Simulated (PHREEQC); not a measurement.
Make-up at 25 °C: 0.62 mol/kgw MgCl2, 0.046 mol/kgw BaCl2 and 0.95 mol/kgw NaCl. Closed to the air; pH follows from the charge balance.

Equilibrium calculation in PHREEQC: Pitzer model, pitzer.dat.

Precipitation was switched off in this run.

Task: Predict the activity of water.

Result: activity of water 0.927.
